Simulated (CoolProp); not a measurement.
A Linde-Hampson liquefier for oxygen: isothermal reversible compression at 200 K from 1 atm to 25 MPa, throttling to 1 atm, return gas leaving the recuperator 0 K below the feed. Each further row changes one setting.

Model: reference Helmholtz-energy equation of state, Schmidt 1985, in CoolProp.

```json
[
 {"case": "as stated", "liquid yield per pass": "0.359", "compression work (kJ/kg of gas)": "254"},
 {"case": "high pressure 50 MPa", "liquid yield per pass": "0.372", "compression work (kJ/kg of gas)": "287"},
 {"case": "warm-end temperature 230 K", "liquid yield per pass": "0.256", "compression work (kJ/kg of gas)": "307"},
 {"case": "warm-end gap 5 K", "liquid yield per pass": "0.350", "compression work (kJ/kg of gas)": "254"}
]
```
